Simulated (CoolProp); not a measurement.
Dodecamethylcyclohexasiloxane (D6) along the isobar 1880 kPa: Z from the reference equation and from simpler models built on Tc = 645.8 K, pc = 961.4 kPa, ω = 0.736; each cubic takes its own stable root.

Computed with CoolProp (reference Helmholtz-energy equation of state, Colonna 2008). It is a short technical equation, of lower accuracy than the large ones.

| T (K) | phase | reference | Redlich-Kwong | Peng-Robinson |
|---|---|---|---|---|
| 295.6 | liquid | 0.3489 | 0.4242 | 0.3608 |
| 320.1 | liquid | 0.3311 | ? | ? |
| 344.6 | liquid | ? | 0.3792 | ? |
| 369.2 | liquid | 0.3041 | 0.3622 | 0.3021 |
| 393.7 | liquid | ? | ? | 0.2886 |
| 418.2 | liquid | 0.2857 | 0.3369 | ? |
| 442.8 | liquid | 0.2790 | 0.3277 | 0.2686 |
| 467.3 | liquid | 0.2740 | 0.3207 | 0.2618 |

Problem. What belongs in the gaps?

Solution. 
- 320.1, Redlich-Kwong: 0.3995
- 320.1, Peng-Robinson: 0.3376
- 344.6, reference: 0.3164
- 344.6, Peng-Robinson: 0.3183
- 393.7, reference: 0.2939
- 393.7, Redlich-Kwong: 0.3483
- 418.2, Peng-Robinson: 0.2776
